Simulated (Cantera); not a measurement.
An isothermal, constant-pressure homogeneous reactor starts with 5.56 % NO, 94.4 % N2, at 2050 K and 0.0490 bar.

Model: GRI-Mech 3.0 (53 species, 325 reactions), integrated in Cantera. Radical loss at walls, strong at low pressure, is not modelled.

x: mole fraction; the columns are a selection and need not sum to one.

| t (s) | x NO | x N2O | x N2 | x O2 | x O |
|---|---|---|---|---|---|
| 0.000400 | 0.0556 | ___ | 0.944 | 1.07e-10 | 1.03e-7 |
| 0.000900 | 0.0556 | ___ | 0.944 | 5.54e-10 | 2.41e-7 |
| 0.00203 | 0.0556 | ___ | 0.944 | 2.95e-9 | 5.81e-7 |
| 0.00456 | 0.0556 | ___ | 0.944 | 1.64e-8 | 1.47e-6 |
| 0.0103 | 0.0556 | ___ | 0.944 | 9.57e-8 | 3.87e-6 |
| 0.0231 | 0.0555 | 1.46e-6 | 0.944 | 5.66e-7 | 9.98e-6 |
| 0.0520 | 0.0555 | 1.48e-6 | 0.944 | 3.23e-6 | 2.40e-5 |
| 0.117 | 0.0555 | 1.47e-6 | 0.944 | 1.76e-5 | 5.38e-5 |
| 0.263 | 0.0553 | 1.44e-6 | 0.945 | 8.92e-5 | 0.000106 |
| 0.592 | 0.0546 | 1.38e-6 | 0.945 | 0.000375 | 0.000162 |
| 1.33 | 0.0529 | 1.28e-6 | 0.946 | 0.00122 | 0.000211 |
| 3.00 | 0.0482 | ___ | 0.948 | 0.00351 | 0.000297 |

Q: Complete the blanks.

A: 
- 0.000400, x N2O: 9.69e-8
- 0.000900, x N2O: 2.09e-7
- 0.00203, x N2O: 4.30e-7
- 0.00456, x N2O: 7.98e-7
- 0.0103, x N2O: 1.23e-6
- 3.00, x N2O: 1.04e-6
